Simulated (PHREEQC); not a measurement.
0.028 g of hydrous ferric oxide (600 m²/g; 0.2 weak and 0.005 strong sites per Fe, Dzombak-Morel constants, diffuse double layer) in 1 kg of water with 0.01 mol/kgw of an inert sodium salt and 0.11 mmol/kgw Ag2SO4, at 25 °C; the pH is set by adding NaOH or the inert anion's acid. Oxygen is held at 0.21 atm. The system is closed to CO2. Precipitation was switched off in this run.

Computed with PHREEQC (ion-association model, wateq4f.dat).

```tsv
pH	S sorbed (%)	Ag sorbed (%)	surface charge σ (C/m²)	surface potential ψ (mV)
3	25.0	0.0	0.052	110
3.5	24.9	0.0	0.050	109
4	24.2	0.0	0.048	108
4.5	22.4	0.0	0.045	105
5	18.9	0.0	0.041	100
5.5	14.2	0.2	0.035	92
6	9.1	0.5	0.029	83
6.5	4.6	0.7	0.022	71
7	1.5	0.9	0.015	55
7.5	0.3	1.4	0.008	33
8	0.0	2.7	0.001	6
8.5	0.0	6.0	-0.005	-21
9	0.0	12.1	-0.012	-46
9.5	0.0	19.3	-0.020	-65
10	0.0	24.1	-0.024	-75
10.5	0.0	26.1	-0.026	-77
11	0.0	26.7	-0.028	-79
```

Along this series the solution becomes supersaturated in solids that the run did not let form, among them Ag2O. The oxide is taken as insoluble; below pH 4 it would dissolve.
